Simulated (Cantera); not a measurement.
A closed system holds: 1 mol Pb, 0.16 mol CO, equilibrated at 1.00 bar.

Method: chemical equilibrium by Gibbs-energy minimisation in Cantera with the NASA 1993 tables (ideal gas, pure condensed phases). Candidate condensed phases: C, Pb, PbO, PbO2, Pb3O4; 15 gas species. The numbers say what is thermodynamically allowed, not how fast it happens.

Over these rows the condensed part is C(graphite) + Pb(l). Partial pressures as log10 of bar:

| T (K) | 1000/T (1/K) | log p CO2 | log p CO |
|---|---|---|---|
| 1150 | 0.8696 | -1.44 | -0.02 |
| 1250 | 0.8000 | -2.03 | 0.00 |
| 1350 | 0.7407 | ? | 0.00 |
| 1450 | 0.6897 | -2.99 | -0.01 |
| 1550 | 0.6452 | -3.40 | -0.02 |
| 1650 | 0.6061 | -3.78 | -0.04 |

Fit log p(CO2) = a + b·(1000/T) to the five rows, give the apparent enthalpy, and predict the row at 1350 K.

Means: 1000/T = 0.7221, log p = -2.728. Sxy = 0.426552, Sxx = 0.0482440, so b = 8.84 and a = -2.728 − (8.84)×0.7221 = -9.11.
Apparent enthalpy: −19.145 × (8.84) = -169 kJ/mol. With the condensed phases at unit activity, 2 CO(g) = CO2(g) + C(graphite) links this pressure to the main gases: over the six rows their terms move log p by -0.04 in all, so the slope is close to that reaction's ΔH°. The five rows lie within 0.03 of the line.
Prediction at 1350 K: -9.11 + (8.84)×0.7407 = -2.56. The computed value is -2.54, 0.02 from the line.
